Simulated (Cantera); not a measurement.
An isothermal, constant-pressure homogeneous reactor starts with CH4 : CO2 : H2 = 1 : 1.1 : 0.27 (molar parts), at 1450 K and 1.60 bar. Integrator tolerance rtol = 1e-08.

Detailed kinetics in Cantera: GRI-Mech 3.0 (53 species, 325 reactions).

**Question.** What does this change do: temperature 1450 to 2123 K?

**Answer.** 
```
quantity                                             before                                    after
-----------------  ----------------------------------------  ---------------------------------------
x(CH4) at 20.0 s     0.0826 (gas-phase equilibrium 7.55e-5)  1.56e-7 (gas-phase equilibrium 1.79e-7)
x(CO2) at 20.0 s     0.0782 (gas-phase equilibrium 0.00652)  0.00366 (gas-phase equilibrium 0.00366)
x(H2) at 20.0 s         0.284 (gas-phase equilibrium 0.503)      0.499 (gas-phase equilibrium 0.499)
x(CH2O) at 20.0 s   2.56e-7 (gas-phase equilibrium 1.70e-7)  1.53e-7 (gas-phase equilibrium 1.53e-7)
x(HCO) at 20.0 s    4.36e-9 (gas-phase equilibrium 8.02e-9)  4.20e-7 (gas-phase equilibrium 4.20e-7)
x(C2H6) at 20.0 s  6.36e-5 (gas-phase equilibrium 3.14e-11)    <1e-12 (gas-phase equilibrium <1e-12)
```

**Question.** What does this change do: pressure from 1.60 bar to 143 Torr?

**Answer.** 
```csv
quantity,before,after
x(CH4) at 20.0 s,0.0826 (gas-phase equilibrium 7.55e-5),0.0487 (gas-phase equilibrium 1.07e-6)
x(CO2) at 20.0 s,0.0782 (gas-phase equilibrium 0.00652),0.0909 (gas-phase equilibrium 0.00650)
x(H2) at 20.0 s,0.284 (gas-phase equilibrium 0.503),0.272 (gas-phase equilibrium 0.503)
x(CH2O) at 20.0 s,2.56e-7 (gas-phase equilibrium 1.70e-7),2.97e-7 (gas-phase equilibrium 2.02e-8)
x(HCO) at 20.0 s,4.36e-9 (gas-phase equilibrium 8.02e-9),1.10e-9 (gas-phase equilibrium 2.76e-9)
x(C2H6) at 20.0 s,6.36e-5 (gas-phase equilibrium 3.14e-11),1.16e-5 (gas-phase equilibrium <1e-12)
```
